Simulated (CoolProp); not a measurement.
Vapour-liquid equilibrium of propylene (1) + R142b (2) at 0.00791 MPa; x and y are mole fractions of (1).

Values from CoolProp's multi-fluid Helmholtz-energy mixture model, Lemmon 2013 and Lemmon 2006; pair parameters Bell 2016.

| x | bubble temperature (K) | y at the bubble point | dew temperature at overall composition x (K) | liquid density (mol/L) |
|---|---|---|---|---|
| 0.05 | ? | 0.362 | 214.0 | 13.14 |
| 0.125 | 202.3 | 0.635 | 212.9 | 13.41 |
| 0.2 | ? | 0.766 | 211.7 | 13.64 |
| 0.275 | 194.3 | ? | 210.4 | 13.85 |
| 0.35 | 191.7 | 0.881 | 209.1 | 14.05 |
| 0.425 | 189.8 | 0.909 | 207.5 | 14.24 |
| 0.5 | 188.2 | 0.929 | 205.9 | 14.43 |
| 0.575 | 186.9 | 0.943 | 204.0 | 14.61 |
| 0.65 | 185.8 | 0.955 | 201.8 | ? |
| 0.725 | 184.9 | 0.965 | 199.3 | 14.98 |
| 0.8 | 184.0 | 0.975 | 196.1 | 15.18 |
| 0.875 | 183.2 | 0.984 | 192.1 | 15.38 |
| 0.95 | 182.3 | 0.993 | 186.3 | 15.59 |

Some entries are withheld; supply them.


- 0.05, bubble temperature (K): 208.8
- 0.2, bubble temperature (K): 197.6
- 0.275, y at the bubble point: 0.838
- 0.65, liquid density (mol/L): 14.80

No azeotrope shows between x = 0.05 and 0.95.

The pair parameters rest on a limited set of measurements; away from them the model extrapolates.
